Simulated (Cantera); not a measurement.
An isothermal, constant-pressure homogeneous reactor starts with N2O : H2O = 1 : 0.0071 (molar parts), at 1175 K and 0.0280 bar. Integrator tolerance rtol = 1e-08.

Computed with Cantera and GRI-Mech 3.0 (53 species, 325 reactions). GRI-Mech 3.0 was tuned for natural gas; its chemistry of N2O as a main component is partial and can be far from experiment. Radical loss at walls, strong at low pressure, is not modelled. The mechanism lacks the step 2 NO + O2 → 2 NO2, which can matter for NO2 below about 1400 K. The temperature is held fixed by assumption; the heat of reaction is taken as removed at once.

Task: What does this change do: pressure from 0.0280 bar to 0.210 bar?

Result: 
| quantity | before | after |
|---|---|---|
| x(N2O) at 100 s | 0.251 (gas-phase equilibrium 2.04e-9) | 0.00243 (gas-phase equilibrium 5.58e-9) |
| x(H2O) at 100 s | 0.00530 (gas-phase equilibrium 0.00471) | 0.00472 (gas-phase equilibrium 0.00471) |
| x(NO) at 100 s | 0.0427 (gas-phase equilibrium 0.000187) | 0.0503 (gas-phase equilibrium 0.000187) |
| x(H2) at 100 s | 6.30e-9 (gas-phase equilibrium 3.68e-10) | 3.33e-10 (gas-phase equilibrium 1.34e-10) |
| x(NO2) at 100 s | 9.65e-5 (gas-phase equilibrium 7.47e-7) | 0.000284 (gas-phase equilibrium 2.05e-6) |
| x(N2) at 100 s | 0.474 (gas-phase equilibrium 0.663) | 0.637 (gas-phase equilibrium 0.663) |
| x(O) at 100 s | 1.12e-6 (gas-phase equilibrium 5.06e-8) | 5.03e-8 (gas-phase equilibrium 1.85e-8) |

Task: What does this change do: H2O 0.0071 to 0.025 parts?

Result: 
```
quantity                                           before                                     after
---------------  ----------------------------------------  ----------------------------------------
x(N2O) at 100 s     0.251 (gas-phase equilibrium 2.04e-9)     0.228 (gas-phase equilibrium 2.00e-9)
x(H2O) at 100 s   0.00530 (gas-phase equilibrium 0.00471)     0.0183 (gas-phase equilibrium 0.0164)
x(NO) at 100 s    0.0427 (gas-phase equilibrium 0.000187)   0.0403 (gas-phase equilibrium 0.000184)
x(H2) at 100 s   6.30e-9 (gas-phase equilibrium 3.68e-10)   2.04e-8 (gas-phase equilibrium 1.29e-9)
x(NO2) at 100 s   9.65e-5 (gas-phase equilibrium 7.47e-7)  0.000147 (gas-phase equilibrium 7.34e-7)
x(N2) at 100 s        0.474 (gas-phase equilibrium 0.663)       0.483 (gas-phase equilibrium 0.656)
x(O) at 100 s     1.12e-6 (gas-phase equilibrium 5.06e-8)   1.10e-6 (gas-phase equilibrium 5.03e-8)
```
